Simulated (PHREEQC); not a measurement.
Make-up at 55 °C: 160 mmol/kgw Ni(NO3)2 and 22 mmol/kgw H2SO4. Closed to the air; pH follows from the charge balance.

The numbers come from PHREEQC with the ion-association model, wateq4f.dat.

This is a speciation only: nothing precipitates in the calculation.

Task: Predict the pH, ionic strength.

Result: pH 1.57; ionic strength 0.495 mol/kgw.

Task: In which forms is Ni present?

Result: Ni+2 95 %, NiSO4 5.5 % of the Ni.

Complexes and solids missing from the database can't appear. At this temperature some constants are extrapolated from 25 °C, and those without enthalpy data are left unchanged.
